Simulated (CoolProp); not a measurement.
The fluid at 293.15 K and 2.01 MPa flows at 12 m/s in a round tube of 50 mm bore and 1.5 µm roughness, fully developed (64/Re and Nu = 3.66 if laminar; Colebrook and Gnielinski if turbulent). The same conditions are run with several fluids, on thermodynamics alone (safety and materials aside).

Values from CoolProp's reference Helmholtz-energy equation of state of each fluid (o-xylene: Zhou 2012; R125: Lemmon 2005; propylene: Lemmon 2013; benzene: Thol 2012; c-C4F8 (RC318): Platzer 1990). The equations of Platzer and Polt are older, rougher fits.

| fluid | Reynolds number | Darcy friction factor | pressure drop (Pa/m) | heat-transfer coefficient (W/(m² K)) | mass flow (kg/h) |
|---|---|---|---|---|---|
| o-xylene | 641000 | 0.0131 | 16600 | 10000 | 74800 |
| R125 | 4710000 | 0.0105 | 18600 | 16500 | 104000 |
| propylene | 3060000 | 0.0109 | 8100 | 16200 | 43900 |
| benzene | 803000 | 0.0127 | 16000 | 11500 | 74700 |
| c-C4F8 (RC318) | 2250000 | 0.0112 | 24600 | 12800 | 130000 |

Transport values come from each fluid's own correlations; those of propylene, c-C4F8 (RC318) are estimates that may be off by 10 % or more.
